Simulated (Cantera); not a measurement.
## Al + HCl + N2 (aluminium and copper etching)

Feed: 1 mol Al, 16 mol HCl, 2.5 mol N2, held at 7500 Pa.

Equilibrium computed with Cantera from the NASA thermochemical tables; the gas is ideal and each condensed phase is pure. Candidate condensed phases: Al, AlCl3, AlN, NH4Cl; 20 gas species. Kinetics and transport are ignored.

```json
[
 {"T (K)": "425", "log p HCl": "-1.21", "log p N2": "-1.98", "log p H2": "-3.39", "log p AlCl3": "-5.08", "log p Al2Cl6": "-2.59", "log p NH3": "-5.67", "n NH4Cl(s)": "0.946"},
 {"T (K)": "475", "log p HCl": "-1.25", "log p N2": "-1.97", "log p H2": "-2.20", "log p AlCl3": "-4.31", "log p Al2Cl6": "-2.67", "log p NH3": "-4.50", "n NH4Cl(s)": "0"},
 {"T (K)": "525", "log p HCl": "-1.25", "log p N2": "-1.97", "log p H2": "-2.19", "log p AlCl3": "-3.68", "log p Al2Cl6": "-2.69", "log p NH3": "-5.02", "n NH4Cl(s)": "0"},
 {"T (K)": "575", "log p HCl": "-1.26", "log p N2": "-1.97", "log p H2": "-2.19", "log p AlCl3": "-3.17", "log p Al2Cl6": "-2.75", "log p NH3": "-5.46", "n NH4Cl(s)": "0"},
 {"T (K)": "625", "log p HCl": "-1.26", "log p N2": "-1.97", "log p H2": "-2.20", "log p AlCl3": "-2.80", "log p Al2Cl6": "-2.88", "log p NH3": "-5.84", "n NH4Cl(s)": "0"},
 {"T (K)": "675", "log p HCl": "-1.26", "log p N2": "-1.98", "log p H2": "-2.20", "log p AlCl3": "-2.56", "log p Al2Cl6": "-3.15", "log p NH3": "-6.17", "n NH4Cl(s)": "0"},
 {"T (K)": "725", "log p HCl": "-1.26", "log p N2": "-1.98", "log p H2": "-2.20", "log p AlCl3": "-2.44", "log p Al2Cl6": "-3.55", "log p NH3": "-6.46", "n NH4Cl(s)": "0"},
 {"T (K)": "775", "log p HCl": "-1.27", "log p N2": "-1.98", "log p H2": "-2.20", "log p AlCl3": "-2.40", "log p Al2Cl6": "-4.03", "log p NH3": "-6.71", "n NH4Cl(s)": "0"},
 {"T (K)": "825", "log p HCl": "-1.27", "log p N2": "-1.98", "log p H2": "-2.20", "log p AlCl3": "-2.39", "log p Al2Cl6": "-4.48", "log p NH3": "-6.93", "n NH4Cl(s)": "0"},
 {"T (K)": "875", "log p HCl": "-1.27", "log p N2": "-1.98", "log p H2": "-2.20", "log p AlCl3": "-2.38", "log p Al2Cl6": "-4.90", "log p NH3": "-7.12", "n NH4Cl(s)": "0"}
]
```
log p: log10 of the partial pressure in bar; n: condensed amount in mol.

At 425 K the condensed part is NH4Cl(s). From 475 K to 875 K nothing is condensed. The main Al-bearing gas is Al2Cl6 at 425 K and AlCl3 at 875 K.
